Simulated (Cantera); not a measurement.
# Equilibrium for metals in furnace atmospheres: Pb + H2O + CO

A closed system holds: 1 mol Pb, 1 mol H2O, 10 mol CO, held at 0.100 bar.

Cantera equilibrium calculation (NASA polynomials, part measured and part estimated; ideal gas, pure solids and liquids). Candidate condensed phases: C, C6H6, C7H8, C8H18, H2O, Pb, PbO, PbO2, Pb3O4; 113 gas species. Rates play no part.

```tsv
T (K)	x CO	x Pb	x CO2	x H2	x H2O	x H	x PbO	x Pb2	n Pb(l)
1075	0.825	0.000759	0.0831	0.0831	0.00777	1.34e-8	5.49e-10	6.76e-9	0.992
1175	0.825	0.00435	0.0805	0.0805	0.0100	1.10e-7	1.35e-8	1.25e-7	0.952
1275	0.815	0.0189	0.0771	0.0771	0.0121	6.47e-7	1.98e-7	1.44e-6	0.789
1375	0.778	0.0656	0.0714	0.0714	0.0135	2.90e-6	1.94e-6	1.15e-5	0.227
1475	0.765	0.0833	0.0682	0.0682	0.0151	1.07e-5	5.96e-6	1.29e-5	0
1575	0.767	0.0833	0.0666	0.0666	0.0168	3.39e-5	1.29e-5	9.36e-6	0
1675	0.768	0.0833	0.0650	0.0650	0.0183	9.36e-5	2.52e-5	7.06e-6	0
1775	0.770	0.0833	0.0637	0.0636	0.0196	0.000231	4.55e-5	5.48e-6	0
```
x: gas mole fraction; n: condensed amount in mol.

From 1075 K to 1375 K the condensed part is Pb(l). From 1475 K to 1775 K nothing is condensed. The main Pb-bearing gas is Pb throughout.
